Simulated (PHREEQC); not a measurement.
**Acid mine or pickling water**

Model water analysis in mmol/kgw, 20 °C, pH 3.54, pe 9.7:

| constituent | mmol/kgw |
|---|---|
| Na | 11.7 |
| K | 0.186 |
| Ca | 13.8 |
| Mg | 1.28 |
| Cl | 12.8 |
| S(6) | 14.1 |
| Cd | 0.931 |
| Li | 0.0165 |
| Ni | 0.632 |

Cl is adjusted to close the charge balance.
Valence states are taken as typed.

All values are PHREEQC results (ion-association model, wateq4f.dat), not measurements.

Precipitation was switched off in this run.

Q: Predict the ionic strength.

A: ionic strength 0.0575 mol/kgw.

Q: In which forms is Li present?

A: Li+ 98 %, LiSO4- 1.8 % of the Li.

Complexes and solids missing from the database can't appear.
